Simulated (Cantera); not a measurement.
Input: 1 mol Si2H6, 2.2 mol H2O, 14 mol H2, held at 10000 Pa.

Method: chemical equilibrium by Gibbs-energy minimisation in Cantera with the NASA 1993 tables (ideal gas, pure condensed phases). Candidate condensed phases: H2O, Si, SiO2; 18 gas species. The feed counts by its element totals alone. The tables hold silica as quartz up to 1696 K and as liquid above; real silica turns to tridymite and cristobalite and melts near 1996 K. The numbers say what is thermodynamically allowed, not how fast it happens.

Over these rows the condensed part is SiO2(condensed). Partial pressures as log10 of bar:

```
T (K)  1000/T (1/K)  log p H2O  log p H2  log p SiO
-----  ------------  ---------  --------  ---------
1723         0.5804      -5.31     -1.04      -2.07
1773         0.5640          ?     -1.04      -2.07
1823         0.5485      -4.44     -1.04      -2.07
1873         0.5339      -4.04     -1.04      -2.06
1923         0.5200      -3.67     -1.04      -2.06
1973         0.5068      -3.33     -1.05      -2.05
```

Task: Fit log p(H2O) = a + b·(1000/T) to the five rows, give the apparent enthalpy, and predict the row at 1773 K.

Result: Means: 1000/T = 0.5379, log p = -4.158. Sxy = -0.086907, Sxx = 0.0032222, so b = -26.97 and a = -4.158 − (-26.97)×0.5379 = 10.35.
Apparent enthalpy: −19.145 × (-26.97) = 516 kJ/mol. With the condensed phases at unit activity, SiO2(condensed) + H2(g) = H2O(g) + SiO(g) links this pressure to the main gases: over the six rows their terms move log p by -0.03 in all, so the slope is close to that reaction's ΔH°. The five rows lie within 0.01 of the line.
Prediction at 1773 K: 10.35 + (-26.97)×0.5640 = -4.86. The computed value is -4.86, 0.00 from the line.
